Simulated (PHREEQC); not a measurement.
Solution (50 °C): 0.0028 mol CaCl2 and 0.00082 mol CuCl2 per kg of water. It is in equilibrium with CO2 at log p = -3.5 (atm). Otherwise closed; pH follows from the charge balance.

All values are PHREEQC results (ion-association model, phreeqc.dat), not measurements.

No solid was allowed to form.

Order these C species by the share of C that they hold, largest first: CuHCO3+, CaHCO3+, HCO3-, CO2, CuCO3.

CO2 (91 %), HCO3- (7.1 %), CuHCO3+ (1.8 %), CaHCO3+ (0.21 %), CuCO3 (0.16 %)

The pH is 5.13 and the ionic strength 0.0108 mol/kgw. Complexes and solids missing from the database can't appear. At this temperature some constants are extrapolated from 25 °C, and those without enthalpy data are left unchanged.
